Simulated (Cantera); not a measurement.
Mixture: 7.92 % CH4, 10.3 % CO, 21.0 % O2, 60.8 % N2, equivalence ratio 1.0, at 1.40 bar, adiabatic and at constant pressure. Ignition delay is the time to a rise of 400 K.

Model: GRI-Mech 3.0 (53 species, 325 reactions), integrated in Cantera.

Problem. Predict: delay at 1023 K; delay at 1173 K; delay at 1323 K; delay at 1473 K; delay at 1623 K; apparent activation energy between 1473 and 1623 K.

Solution. 
| Item | Value |
|---|---|
| delay at 1023 K | 0.847 s |
| delay at 1173 K | 58.6 ms |
| delay at 1323 K | 6.27 ms |
| delay at 1473 K | 0.998 ms |
| delay at 1623 K | 0.244 ms |
| apparent activation energy between 1473 and 1623 K | 190 kJ/mol |
